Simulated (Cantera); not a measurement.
**Thermodynamics of hydrogen reduction and annealing atmospheres, feed V2O3 + H2 + H2O**

A closed system holds: 1 mol V2O3, 3.3 mol H2, 0.44 mol H2O, held at 1775 K.

Equilibrium computed with Cantera from the NASA thermochemical tables; the gas is ideal and each condensed phase is pure. Candidate condensed phases: H2O, V, VO, V2O3, V2O4, V2O5; 12 gas species. Condensed phases not in the tables: the oxides between V2O3 and V2O5 other than VO2. The numbers say what is thermodynamically allowed, not how fast it happens.

```
P (Pa)    x H2  x H2O       x H     x VO2      x OH      x VO  n V2O3(s)
-------  -----  -----  --------  --------  --------  --------  ---------
10       0.854  0.111    0.0267   0.00809  0.000216  0.000119      0.984
52       0.871  0.116    0.0118   0.00157   9.82e-5   2.26e-5      0.997
270      0.877  0.117   0.00522  0.000304   4.34e-5   4.35e-6      0.999
1400     0.880  0.117   0.00229   5.86e-5   1.91e-5   8.39e-7      1.000
7200     0.881  0.118   0.00101   1.14e-5   8.41e-6   1.63e-7      1.000
37000    0.882  0.118  0.000447   2.22e-6   3.71e-6   3.18e-8      1.000
190000   0.882  0.118  0.000197   4.31e-7   1.64e-6   6.19e-9      1.000
1000000  0.882  0.118   8.60e-5   8.20e-8   7.14e-7   1.18e-9       1.00
```
x: gas mole fraction; n: condensed amount in mol.

From 10.0 Pa to 10.0 bar the condensed part is V2O3(s). The main V-bearing gas is VO2 throughout.
